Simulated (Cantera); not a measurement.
A perfectly stirred reactor is fed with C₃H₈ : O₂ : N₂ = 1 : 4.17 : 15.7 (molar parts), at 3750 Torr; it is adiabatic with a 800 K inlet, and is followed from long to short residence time, starting on the burning branch (τ in s: 0.39, 0.16, 0.066, 0.027, 0.011, 0.0046, 0.0019, 0.00077, 0.00032, 0.00013, 5.3e-05).

Detailed kinetics in Cantera: GRI-Mech 3.0 (53 species, 325 reactions). GRI-Mech 3.0 was tuned for natural gas; its chemistry of propane as a main component is partial and can be far from experiment.

x: mole fraction; the columns are a selection and need not sum to one.

```json
[
 {"τ (s)": "0.39", "T (K)": "2541", "x C₃H₈": "6.43e-9", "x O₂": "0.000707", "x CH₂O": "2.40e-8", "x OH": "0.00329", "x CO₂": "0.0741"},
 {"τ (s)": "0.16", "T (K)": "2540", "x C₃H₈": "1.56e-8", "x O₂": "0.000719", "x CH₂O": "5.49e-8", "x OH": "0.00331", "x CO₂": "0.0741"},
 {"τ (s)": "0.066", "T (K)": "2540", "x C₃H₈": "3.75e-8", "x O₂": "0.000748", "x CH₂O": "1.28e-7", "x OH": "0.00336", "x CO₂": "0.0740"},
 {"τ (s)": "0.027", "T (K)": "2538", "x C₃H₈": "9.01e-8", "x O₂": "[?]", "x CH₂O": "2.99e-7", "x OH": "0.00347", "x CO₂": "0.0739"},
 {"τ (s)": "0.011", "T (K)": "2533", "x C₃H₈": "2.13e-7", "x O₂": "[?]", "x CH₂O": "6.81e-7", "x OH": "0.00369", "x CO₂": "0.0737"},
 {"τ (s)": "0.0046", "T (K)": "2525", "x C₃H₈": "4.77e-7", "x O₂": "[?]", "x CH₂O": "1.44e-6", "x OH": "0.00409", "x CO₂": "0.0733"},
 {"τ (s)": "0.0019", "T (K)": "2510", "x C₃H₈": "1.04e-6", "x O₂": "[?]", "x CH₂O": "2.92e-6", "x OH": "0.00472", "x CO₂": "0.0724"},
 {"τ (s)": "0.00077", "T (K)": "2486", "x C₃H₈": "2.25e-6", "x O₂": "[?]", "x CH₂O": "5.78e-6", "x OH": "0.00559", "x CO₂": "0.0711"},
 {"τ (s)": "0.00032", "T (K)": "2453", "x C₃H₈": "4.70e-6", "x O₂": "[?]", "x CH₂O": "1.11e-5", "x OH": "0.00655", "x CO₂": "0.0691"},
 {"τ (s)": "0.00013", "T (K)": "2409", "x C₃H₈": "1.01e-5", "x O₂": "[?]", "x CH₂O": "2.22e-5", "x OH": "0.00747", "x CO₂": "0.0663"},
 {"τ (s)": "5.3e-5", "T (K)": "2355", "x C₃H₈": "2.27e-5", "x O₂": "[?]", "x CH₂O": "4.64e-5", "x OH": "0.00801", "x CO₂": "0.0624"}
]
```

Q: Complete the blanks.

A: 
- 0.027, x O₂: 0.000814
- 0.011, x O₂: 0.000960
- 0.0046, x O₂: 0.00125
- 0.0019, x O₂: 0.00177
- 0.00077, x O₂: 0.00267
- 0.00032, x O₂: 0.00400
- 0.00013, x O₂: 0.00597
- 5.3e-5, x O₂: 0.00890
